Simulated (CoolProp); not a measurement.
The fluid at 298.15 K and 0.264 MPa is throttled through a valve to 0.0421 MPa with no heat exchange. The same conditions are run with several fluids, on thermodynamics alone (safety and materials aside).

Model: reference Helmholtz-energy equation of state of each fluid (R113: Marx 1992; R1224YDZ: Akasaka 2023; R245ca: Zhou 2016; m-xylene: Zhou 2012; ethylbenzene: Zhou 2012), in CoolProp.

| fluid | temperature change (K) | final phase | final density (kg/m³) |
|---|---|---|---|
| R113 | (withheld) | (withheld) | 269 |
| R1224YDZ | -31.0 | (withheld) | 14.8 |
| R245ca | (withheld) | (withheld) | 18.9 |
| m-xylene | +0.1 | liquid | 860 |
| ethylbenzene | +0.1 | liquid | 862 |

**Question.** What belongs in the gaps?

**Answer.** 
- R113, temperature change (K): -1.6
- R113, final phase: two-phase, vapour fraction 0.010
- R1224YDZ, final phase: two-phase, vapour fraction 0.194
- R245ca, temperature change (K): -20.5
- R245ca, final phase: two-phase, vapour fraction 0.130
